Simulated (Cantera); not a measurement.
Input: 1 mol Si₂Cl₆, 0.63 mol NH₃, 56 mol N₂, at 1750 K and 100 Torr.

These are equilibrium values from Cantera (NASA tables, ideal gas, pure condensed phases), not measurements of a reactor. The feed counts by its element totals alone. The tables' values for SiCl₃ are old estimates; treat these amounts as uncertain. Kinetics and transport are ignored.

| species | before | after |
|---|---|---|
| N₂ | 0.937 | 0.936 |
| SiCl₂ | 0.0284 | 0.0293 |
| HCl | 0.0272 | 0.0281 |
| Cl | 0.000291 | 0.000626 |
| SiCl | 6.97e-6 | 1.30e-5 |
| SiHCl₃ | 1.62e-5 | 9.36e-6 |
| H | 2.92e-5 | 4.83e-5 |
| SiCl₄ | 0.000947 | 0.000599 |
| H₂ | 0.00211 | 0.00165 |
Gas species are given as mole fractions.

Task: What was changed between the two runs?
A. temperature from 1750 K to 1523.15 K
B. temperature from 1750 K to 1823.15 K
C. Si₂Cl₆ replaced by SiHCl₃
D. temperature from 1750 K to 1425 K

Result: B, temperature from 1750 K to 1823.15 K. The tables' values for SiCl₃, SiCl are old estimates; treat these amounts as uncertain
